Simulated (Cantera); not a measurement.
What does this Cantera script print?

```python
import numpy as np
import cantera as ct

gas = ct.Solution("h2o2.yaml")
gas.TPX = 625, 100000, {'H2': 1, 'O2': 0.185, 'N2': 0.778, 'H2O': 0.025}
flame = ct.FreeFlame(gas, width=0.04)
flame.set_refine_criteria(ratio=3, slope=0.08, curve=0.16)
flame.transport_model = "mixture-averaged"
flame.solve(loglevel=0, auto=True)
z, T = flame.grid, flame.T
thick = (T[-1] - T[0]) / np.gradient(T, z).max()
show = ['H2', 'O2', 'H2O2', 'H2O', 'H', 'OH']
print(f"laminar burning velocity  {flame.velocity[0] * 100:.3f} cm/s")
print(f"burnt temperature         {T[-1]:.1f} K")
print(f"thermal thickness         {thick * 1e3:.4f} mm")
print(f"grid points               {len(z)}")
z0 = z[flame.heat_release_rate.argmax()]
print(f"{'z/mm':>9s}{'T/K':>9s}{'u/(m/s)':>9s}" + "".join(f"{s:>11s}" for s in show))
rows = []
for k in (-3, -2, -1.5, -1, -0.5, -0.25, 0, 0.25, 0.5, 1, 2, 4, 8):
    zz = z0 + k * thick
    rows.append([k * thick, np.interp(zz, z, T), np.interp(zz, z, flame.velocity),
                 *(np.interp(zz, z, flame.X[gas.species_index(s)]) for s in show)])
    print(f"{rows[-1][0] * 1e3:9.3f}{rows[-1][1]:9.1f}{rows[-1][2]:9.3f}" + "".join(f"{x:11.3e}" for x in rows[-1][3:]))
```

It prints:

```
laminar burning velocity  814.568 cm/s
burnt temperature         2029.5 K
thermal thickness         0.4888 mm
grid points               127
     z/mm      T/K  u/(m/s)         H2         O2       H2O2        H2O          H         OH
   -1.466    625.0    8.146  5.030e-01  9.306e-02  5.748e-16  1.258e-02  3.070e-15  5.867e-18
   -0.978    625.0    8.146  5.030e-01  9.306e-02  1.180e-13  1.258e-02  4.470e-12  5.945e-15
   -0.733    625.0    8.146  5.030e-01  9.306e-02  9.738e-12  1.258e-02  8.010e-10  9.107e-13
   -0.489    625.1    8.147  5.030e-01  9.306e-02  3.162e-09  1.258e-02  3.740e-07  1.377e-09
   -0.244    659.3    8.543  4.982e-01  9.263e-02  3.778e-06  1.456e-02  5.451e-04  7.910e-05
   -0.122    859.2   10.909  4.691e-01  8.599e-02  4.574e-06  3.369e-02  8.632e-03  3.888e-04
    0.000   1196.2   14.837  3.892e-01  5.495e-02  9.640e-07  1.010e-01  4.143e-02  1.220e-03
    0.122   1425.9   17.581  3.195e-01  1.497e-02  4.343e-07  1.788e-01  7.012e-02  1.811e-03
    0.244   1525.0   18.731  3.029e-01  2.731e-03  2.353e-07  2.036e-01  7.324e-02  1.741e-03
    0.489   1618.5   19.761  3.061e-01  1.969e-04  1.660e-07  2.099e-01  6.400e-02  1.814e-03
    0.978   1713.4   20.775  3.149e-01  7.106e-05  1.129e-07  2.117e-01  5.069e-02  1.816e-03
    1.955   1805.8   21.740  3.239e-01  4.253e-05  6.411e-08  2.135e-01  3.712e-02  1.634e-03
    3.910   1884.9   22.550  3.318e-01  2.152e-05  3.170e-08  2.153e-01  2.525e-02  1.302e-03
```

Model: the H2/O2 subset of GRI-Mech 3.0, which has no nitrogen chemistry, integrated in Cantera. Burning velocities carry a grid error of a few per cent, more on coarse grids.
